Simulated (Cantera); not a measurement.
Predominance diagram of Ta at 1102 °C against the partial pressures of O2 and CO (log10, bar). Cantera with NASA thermochemical tables; ideal gases at 1 bar, condensed phases pure. Candidates: Ta(s), TaC(s), Ta2O5(s). Only these pure phases compete in this equilibrium. TaC: taken at fixed stoichiometry. Not in the tables: Ta2C.

Task: Which phase is stable at these pairs, and which metal-bearing vapour leads over it? (-20.6, -10); (-4.4, -3.1); (-17.7, -10); (-22.1, -6.2); (-1.5, -6.2); (-28, -8.5); (-14.7, -4.6)

Result: 
```tsv
log p(O2)	log p(CO)	phase	chief vapour	log p (bar)
-20.6	-10	Ta2O5(s)	TaO2	-13.3
-4.4	-3.1	Ta2O5(s)	TaO2	-17.4
-17.7	-10	Ta2O5(s)	TaO2	-14.0
-22.1	-6.2	TaC(s)	TaO2	-14.4
-1.5	-6.2	Ta2O5(s)	TaO2	-18.1
-28	-8.5	TaC(s)	TaO	-18.6
-14.7	-4.6	Ta2O5(s)	TaO2	-14.8
```
